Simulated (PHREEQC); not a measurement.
Model water analysis in mg/kgw, 70 °C, pH 6.38, pe 9.1:

| constituent | mg/kgw |
|---|---|
| Na | 13.7 |
| K | 0.191 |
| Ca | 32.8 |
| Mg | 9.46 |
| Cl | 73.6 |
| S(6) as SO4 | 16.2 |
| Alkalinity as HCO3 | 42.4 |
| Si as SiO2 | 0.0308 |
| N(5) as NO3 | 2.22 |
| B | 0.281 |
| O(0) (dissolved oxygen) | 0.026 |
| Cu(2) | 0.119 |

Valence states are taken as typed.

Model: ion-association model, wateq4f.dat, run in PHREEQC.

No solid was allowed to form.

### Question
Order these C species by the share of C that they hold, largest first: MgHCO3+, CaHCO3+, HCO3-, CO2.

### Answer
HCO3- (55 %), CO2 (44 %), CaHCO3+ (0.58 %), MgHCO3+ (0.26 %)

The pH is 6.38 and the ionic strength 0.00430 mol/kgw. Examples of supersaturated solids here: Malachite, Tenorite (slow to form). Others may be too. Away from 25 °C the constants follow the database's enthalpies or fits; those with neither stay at their 25 °C values.
